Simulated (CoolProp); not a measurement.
Saturation properties of isobutane (Tc = 134.7 °C, pc = 3.629 MPa, ω = 0.184).

Model: reference Helmholtz-energy equation of state, Bücker 2006, in CoolProp.

```tsv
T (°C)	p (MPa)	vapour density (kg/m³)	enthalpy of vaporisation (kJ/kg)	liquid viscosity (µPa s)	liquid conductivity (mW/(m K))
-73.95	0.003597	0.1267	415.0	555	129
-61.95	0.008191	0.2729	405.9	454	124
-49.85	0.01694	0.5363	396.6	377	119
-37.85	0.03199	0.9677	387.1	318	114
-25.75	0.05652	1.642	377.2	271	109
-13.75	0.09363	2.626	366.9	233	104
-1.65	0.1480	4.028	355.9	202	99.2
10.35	0.2232	5.931	344.3	177	94.6
22.45	0.3253	8.491	331.7	155	90.1
34.45	0.4579	11.81	318.2	137	85.9
46.55	0.6286	16.15	303.3	121	81.8
58.55	0.8404	21.66	287.0	107	78.0
70.65	1.103	28.80	268.5	94.6	74.4
82.65	1.419	37.96	247.7	83.2	71.1
94.75	1.800	50.14	223.2	72.4	67.9
```

It boils at -11.7 °C under 1 atm.

Viscosity comes from a separate model (Vogel 2000). Thermal conductivity comes from a separate model (Perkins 2002).
